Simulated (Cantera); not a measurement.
Input: 1 mol PbO, a varied amount of H2, at 848 K and 120000 Pa.

Equilibrium computed with Cantera from the NASA thermochemical tables; the gas is ideal and each condensed phase is pure. Candidate condensed phases: H2O, Pb, PbO, PbO2, Pb3O4; 12 gas species. Rates play no part.

Q: Which condensed phases are stable at each of these points (n(H2) (mol)): 0.37, 0.53, 0.76, 1.1, 1.6, 2.2, 3.2, 4.6, 6.6, 9.5?

A: 
```
n(H2) (mol)     condensed phases  Pb condensed (%)
-----------  -------------------  ----------------
0.37         Pb(l) + PbO(yellow)             100.0
0.53         Pb(l) + PbO(yellow)             100.0
0.76         Pb(l) + PbO(yellow)             100.0
1.1                        Pb(l)             100.0
1.6                        Pb(l)             100.0
2.2                        Pb(l)             100.0
3.2                        Pb(l)             100.0
4.6                        Pb(l)             100.0
6.6                        Pb(l)             100.0
9.5                        Pb(l)             100.0
```

From 0.37 mol H2 to 0.76 mol H2 the condensed part is Pb(l) + PbO(yellow). From 1.1 mol H2 to 9.5 mol H2 the condensed part is Pb(l).
